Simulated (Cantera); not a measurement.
# Silicon nitride deposition: trisilylamine + N2 + H2

A closed system holds: 1 mol trisilylamine, 0.65 mol N2, 26 mol H2, equilibrated at 0.0100 bar.

Cantera equilibrium calculation (NASA polynomials, part measured and part estimated; ideal gas, pure solids and liquids). Candidate condensed phases: Si, Si3N4; 18 gas species. The feed counts by its element totals alone. Gases not in the tables: Si2H6 and higher silanes. Kinetics and transport are ignored.

At 1400 °C the condensed part is Si(s). From 1425 °C to 1625 °C the condensed part is Si(l). The main Si-bearing gas is Si throughout.

| T (°C) | log p H2 | log p N2 | log p H | log p Si | n Si(s) | n Si(l) |
|---|---|---|---|---|---|---|
| 1400 | -2.02 | -3.44 | -4.95 | -6.38 | 3.00 | 0 |
| 1425 | -2.02 | -3.44 | -4.85 | -6.18 | 0 | 3.00 |
| 1450 | -2.02 | -3.44 | -4.75 | -6.01 | 0 | 3.00 |
| 1475 | -2.02 | -3.44 | -4.65 | -5.84 | 0 | 2.99 |
| 1500 | -2.02 | -3.44 | -4.55 | -5.67 | 0 | 2.99 |
| 1525 | -2.02 | -3.44 | -4.46 | -5.51 | 0 | 2.99 |
| 1550 | -2.02 | -3.44 | -4.37 | -5.35 | 0 | 2.98 |
| 1575 | -2.02 | -3.44 | -4.28 | -5.20 | 0 | 2.98 |
| 1600 | -2.02 | -3.44 | -4.20 | -5.05 | 0 | 2.97 |
| 1625 | -2.02 | -3.44 | -4.12 | -4.91 | 0 | 2.95 |
log p: log10 of the partial pressure in bar; n: condensed amount in mol.
